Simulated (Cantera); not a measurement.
A closed system holds: 1 mol C₃H₈, 1.8 mol H₂O, 3.1 mol N₂, equilibrated at 11.0 bar.

These are equilibrium values from Cantera (NASA tables, ideal gas, pure condensed phases), not measurements of a reactor. Candidate condensed phases: C, C₆H₆, C₇H₈, C₈H₁₈, H₂O; 136 gas species. Equilibrium is a limit: real reactors are often held back by kinetics, nucleation or transport. All values below are at 1698 K.

Base state: H₂ 0.536, N₂ 0.290, CO 0.168, CH₄ 0.00349, HCN 0.00143, H₂O 0.000484, NH₃ 8.50e-5, CO₂ 4.46e-5 (mole fractions); condensed: C(graphite).

### Question
What changes in the equilibrium state with this change: pressure from 11.0 bar to 0.000390 bar?

### Answer
| species | before | after |
|---|---|---|
| H₂ | 0.536 | 0.537 |
| N₂ | 0.290 | 0.288 |
| CO | 0.168 | 0.168 |
| H | 3.19e-5 | 0.00537 |
| CH₄ | 0.00349 | 1.24e-7 |
| CO₂ | 4.46e-5 | 1.57e-9 |
| H₂O | 0.000484 | 1.71e-8 |
| NH₃ | 8.50e-5 | 3.01e-9 |
| C₂H₄ | 1.13e-5 | <1e-9 |
| C(graphite), mol | 1.15 | 1.18 |
